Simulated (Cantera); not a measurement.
An isothermal, constant-pressure homogeneous reactor starts with CH4 : H2 = 1 : 2.7 (molar parts), at 1425 K and 0.0267 bar.

Cantera simulation using GRI-Mech 3.0 (53 species, 325 reactions); the numbers are that mechanism's predictions, not measurements. GRI-Mech 3.0 stops at C3 and has no aromatics, soot or wall deposition, so with more carbon than oxygen in the feed, carbon stays in small species such as C2H2 where larger ones or solid carbon would form. Radical loss at walls, strong at low pressure, is not modelled.

x: mole fraction; the columns are a selection and need not sum to one.

```csv
t (s),x CH4,x H2,x C2H2,x C2H4,x CH2,x CH3
9.00e-6,0.270,0.730,<1e-12,<1e-12,<1e-12,(withheld)
2.56e-5,0.270,0.730,<1e-12,<1e-12,<1e-12,(withheld)
7.26e-5,0.270,0.730,<1e-12,<1e-12,<1e-12,(withheld)
0.000206,0.270,0.730,<1e-12,<1e-12,<1e-12,(withheld)
0.000586,0.270,0.730,<1e-12,1.15e-11,<1e-12,(withheld)
0.00166,0.270,0.730,<1e-12,2.92e-10,1.16e-12,(withheld)
0.00472,0.270,0.730,5.50e-12,6.91e-9,9.49e-12,(withheld)
0.0134,0.270,0.730,4.72e-10,1.59e-7,7.37e-11,(withheld)
0.0381,0.270,0.730,4.75e-8,3.50e-6,4.66e-10,(withheld)
0.108,0.270,0.730,3.86e-6,5.55e-5,1.58e-9,(withheld)
0.307,0.269,0.730,0.000104,0.000308,2.13e-9,0.000127
0.873,0.266,0.732,0.000881,0.000615,2.13e-9,0.000126
2.48,0.259,0.736,0.00378,0.000696,2.10e-9,0.000123
7.04,0.239,0.748,0.0115,0.000715,2.02e-9,0.000116
20.0,0.195,0.775,0.0289,0.000782,1.83e-9,(withheld)
```

Question: Fill in the missing entries.

Answer: 
- 9.00e-6, x CH3: 1.19e-8
- 2.56e-5, x CH3: 3.96e-8
- 7.26e-5, x CH3: 1.23e-7
- 0.000206, x CH3: 3.60e-7
- 0.000586, x CH3: 1.03e-6
- 0.00166, x CH3: 2.94e-6
- 0.00472, x CH3: 8.35e-6
- 0.0134, x CH3: 2.33e-5
- 0.0381, x CH3: 5.87e-5
- 0.108, x CH3: 0.000109
- 20.0, x CH3: 9.98e-5
